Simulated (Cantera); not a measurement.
Cantera run:

```python
import numpy as np
import cantera as ct

gas_names = [...]  # 113 gases of nasa_gas.yaml made of C, Cu, H, O
cond_names = """
    C(gr) C6H6(L) C7H8(L) C8H18(L),n-octa Cu(cr) Cu(L) CuO(s) CuO2H2(s) Cu2O(s) Cu2O(L) H2O(s) H2O(L)
""".split()


# ... load() reads the species with a 1 bar reference pressure and builds the phases ...
atoms = {
    'Cu2O': {'Cu': 2, 'O': 1},
    'C': {'C': 1},
    'H2': {'H': 2},
}
top_T = {'C(gr)': 4500, 'CuO(s)': 1390}  # K; cautious upper limits of use, not melting points


# ... equilibrate(T, P, feed) seeds the gas with the atoms and calls Mixture.equilibrate('TP', solver="vcs", rtol=1e-11, max_steps=5000) ...
results = []
feed = {'Cu2O': 1, 'C': 2.4, 'H2': 3.3}  # mol
P = 10000  # Pa
for T in [1200, 1300, 1400, 1500, 1600, 1700, 1800, 1900, 2000, 2100, 2200, 2300]:
    mix = equilibrate(T, P, feed)
    results.append((T, P, feed, dict(zip(mix.species_names, mix.species_moles))))

top = {s: max(r[3][s] / sum(r[3][g] for g in gas_names) for r in results) for s in gas_names}
cols = sorted((s for s in top if top[s] > 1e-06), key=lambda s: -top[s])[:6]
seen = [c for c in cond_names if any(r[3].get(c, 0) > 1e-12 for r in results)]
print("log10 of partial pressures in bar; condensed amounts in mol")
print(f"{'T/K':>10s}" + "".join(f"{s[:9]:>10s}" for s in cols + seen))
for T, P, feed, n in results:
    ng = sum(n[g] for g in gas_names)
    print(f"{T:10.4g}" + "".join(f"{np.log10(max(n[s] / ng * P / 1e5, 1e-99)):10.3f}" for s in cols)
          + "".join(f"{n.get(c, 0):10.4g}" for c in seen))
```

Output:

```
log10 of partial pressures in bar; condensed amounts in mol
       T/K        H2        Cu        CO         H C2H2,acet       Cu2     C(gr)    Cu(cr)     Cu(L)
      1200    -1.116    -7.911    -1.634    -7.263    -8.104   -12.458     1.398         2         0
      1300    -1.115    -6.802    -1.634    -6.514    -7.355   -10.888     1.399         2         0
      1400    -1.115    -5.870    -1.633    -5.871    -6.714    -9.580     1.399         0         2
      1500    -1.115    -5.085    -1.634    -5.312    -6.160    -8.492     1.399         0         2
      1600    -1.115    -4.401    -1.634    -4.822    -5.676    -7.546     1.399         0     1.998
      1700    -1.116    -3.799    -1.634    -4.390    -5.250    -6.716     1.399         0     1.993
      1800    -1.118    -3.266    -1.636    -4.005    -4.874    -5.984     1.399         0     1.976
      1900    -1.123    -2.792    -1.641    -3.662    -4.541    -5.332     1.397         0     1.929
      2000    -1.137    -2.366    -1.654    -3.357    -4.251    -4.750     1.395         0     1.804
      2100    -1.168    -1.982    -1.684    -3.091    -4.008    -4.226      1.39         0     1.492
      2200    -1.241    -1.635    -1.753    -2.870    -3.832    -3.753     1.383         0    0.6666
      2300    -1.296    -1.508    -1.803    -2.662    -3.660    -3.702     1.372         0         0
```

Method: chemical equilibrium by Gibbs-energy minimisation in Cantera with the NASA 1993 tables (ideal gas, pure condensed phases).
